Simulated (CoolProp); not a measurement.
A single-stage vapour-compression cycle with the fluid: evaporating at 218.15 K (dew point), condensing at 260.15 K (bubble point), superheat 5 K, subcooling 2 K, compressor efficiency 0.65, no pressure losses. The same conditions are run with several fluids, on thermodynamics alone (safety and materials aside).

Values from CoolProp's reference Helmholtz-energy equation of state of each fluid (R125: Lemmon 2005; ammonia: Gao 2020; propane: Lemmon 2009; chlorine: Thol 2021; isobutane: Bücker 2006; hydrogen sulfide: Lemmon 2006).

```
fluid             cooling COP  pressure ratio  discharge temperature (K)  refrigerating effect (kJ/kg)  volumetric capacity (kJ/m³)
----------------  -----------  --------------  -------------------------  ----------------------------  ---------------------------
R125                     2.80            6.10                      290.5                           125                          596
ammonia                  2.73            8.54                      438.0                          1260                          353
propane                  2.91            5.65                      306.7                           354                          476
chlorine                 2.78            6.48                      420.7                           263                          369
isobutane                   ?            7.67                      298.2                           323                          128
hydrogen sulfide            ?            5.25                      391.0                             ?                         1150
```

### Question
Complete the blanks.

### Answer

- isobutane, cooling COP: 2.95
- hydrogen sulfide, cooling COP: 2.79
- hydrogen sulfide, refrigerating effect (kJ/kg): 465
